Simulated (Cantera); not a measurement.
Thermodynamics of carbon deposition, reforming and gasification, feed C + H2 + N2

Input: 1 mol C, 4.7 mol H2, 0.56 mol N2, equilibrated at 0.790 bar.

Method: chemical equilibrium by Gibbs-energy minimisation in Cantera with the NASA 1993 tables (ideal gas, pure condensed phases). Candidate condensed phases: C, C6H6, C7H8, C8H18; 92 gas species. The numbers say what is thermodynamically allowed, not how fast it happens.

From 1148 K to 1898 K the condensed part is C(graphite). The main C-bearing gas is CH4 at 1148 K and HCN at 1898 K. The share of C in condensed phases is highest at 1598 K (99.1 %) and lowest at 1148 K (92.5 %).

```csv
T (K),x H2,x N2,x CH4,x HCN,x H,x C2H2 (acetylene),n C(graphite)
1148,0.877,0.108,0.0145,1.26e-5,7.55e-8,3.26e-8,0.925
1223,0.884,0.107,0.00823,2.95e-5,3.18e-7,1.38e-7,0.957
1298,0.888,0.107,0.00496,6.26e-5,1.14e-6,4.96e-7,0.974
1373,0.890,0.107,0.00315,0.000122,3.53e-6,1.54e-6,0.983
1448,0.891,0.107,0.00209,0.000223,9.79e-6,4.24e-6,0.988
1523,0.892,0.106,0.00145,0.000382,2.46e-5,1.05e-5,0.990
1598,0.892,0.106,0.00103,0.000622,5.66e-5,2.40e-5,0.991
1673,0.892,0.106,0.000763,0.000969,0.000121,5.08e-5,0.990
1748,0.892,0.106,0.000578,0.00145,0.000243,0.000101,0.988
1823,0.891,0.105,0.000448,0.00210,0.000460,0.000188,0.984
1898,0.890,0.105,0.000354,0.00295,0.000830,0.000335,0.978
```
x: gas mole fraction; n: condensed amount in mol.
